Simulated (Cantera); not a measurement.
Source: NASA polynomial tables (part measured, part estimated), evaluated in Cantera. Values are per mole of reaction as written; species without (g) are pure solids or liquids, kept so even where they would boil at 1 bar.

Task: Between 300 and 2323 K, where is each reaction favourable under standard conditions?
- V2O3 + OH(g) ⇌ V2O4 + H(g)

Result: 
- V2O3 + OH(g) ⇌ V2O4 + H(g): ΔG° is -11 kJ at 300 K and 6 kJ at 2323 K; it changes sign between 300 and 1123 K. ΔH° is 119 kJ and ΔS° 49 J/K at 2323 K.
